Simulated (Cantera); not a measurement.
Charge: 1 mol Ta2O5, 1.1 mol CH4, 1.5 mol CO, at 2125 °C and 21000 Pa.

Cantera equilibrium calculation (NASA polynomials, part measured and part estimated; ideal gas, pure solids and liquids). Candidate condensed phases: C, C6H6, C7H8, C8H18, H2O, Ta, TaC, Ta2O5; 113 gas species. Mutual solubility and eutectic melting of coexisting phases are not modelled. Condensed phases not in the tables: Ta2C, N, O or C dissolved in the metal. Kinetics and transport are ignored.

Base state: CO 0.534, H2 0.438, H 0.0228, H2O 0.00273, TaO2 0.00100, CO2 0.000563, TaO 0.000235, OH 2.59e-5 (mole fractions); condensed: Ta(s) + Ta2O5(l).

### Question
What changes in the equilibrium state with this change: temperature from 2125 °C to 1252 °C?

### Answer
| species | before | after |
|---|---|---|
| CO | 0.534 | 0.509 |
| H2 | 0.438 | 0.489 |
| H2O | 0.00273 | 0.00144 |
| H | 0.0228 | 3.61e-5 |
| TaO2 | 0.00100 | <1e-9 |
| TaO | 0.000235 | <1e-9 |
| OH | 2.59e-5 | 3.30e-9 |
| CO2 | 0.000563 | 0.000557 |
| Ta(s), mol | 0.445 | 0 |
| Ta2O5(l), mol | 0.775 | 0 |
| TaC(s), mol | 0 | 0.317 |
| Ta2O5(s), mol | 0 | 0.842 |
TaC: taken at fixed stoichiometry. Condensed phases not in the tables: Ta2C.
